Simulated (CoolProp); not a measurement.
Properties of toluene along the isobar 0.101 MPa.

Computed with CoolProp (reference Helmholtz-energy equation of state, Lemmon 2006). It is a short technical equation, of lower accuracy than the large ones.

```csv
T (K),phase,expansivity (1/kK),viscosity (µPa s)
314.5,liquid,1.112,459
327.8,liquid,1.141,400
341.2,liquid,1.176,352
354.5,liquid,1.215,313
367.9,liquid,1.260,281
381.3,liquid,1.313,253
394.6,gas,2.886,9.05
408,gas,2.746,9.36
421.3,gas,2.624,9.67
434.7,gas,2.515,9.98
448,gas,2.417,10.3
461.4,gas,2.327,10.6
```

Viscosity comes from a separate model (Avgeri 2015).
